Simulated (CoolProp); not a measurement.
Vapour-liquid equilibrium of n-hexane (1) + benzene (2) at 357 K; x and y are mole fractions of (1).

Model: multi-fluid Helmholtz-energy mixture model, Thol 2019 and Thol 2012; pair parameters Bell 2016, in CoolProp.

```
x     bubble pressure, mixture model (bar)  bubble pressure, Raoult's law (bar)  y, mixture model  y, Raoult's law
----  ------------------------------------  -----------------------------------  ----------------  ---------------
0.05                                 1.205                                1.160             0.100            0.069
0.2                                  1.355                                1.228             0.308            0.259
0.35                                 1.454                                1.296             0.451            0.430
0.5                                  1.520                                1.365             0.571            0.583
0.65                                 1.565                                1.433             0.687            0.722
0.8                                  1.589                                1.501             0.811            0.849
0.95                                 1.595                                1.570             0.949            0.964
```

The largest gap from Raoult's law is +12.2 % in bubble pressure, at x = 0.35. y crosses x between x = 0.8 and 0.95: the model has an azeotrope there.

Pair parameters are fitted to limited data, so mixtures are less certain than the pure fluids.
